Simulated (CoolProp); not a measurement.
Computed with CoolProp (reference Helmholtz-energy equation of state, Thol 2018).

Q: For hydrogen chloride, give the phase and the cp (kJ/(kg K)) at 272.2 K and 101 kPa.

A: 
- 272.2 K and 101 kPa: gas; cp 0.815
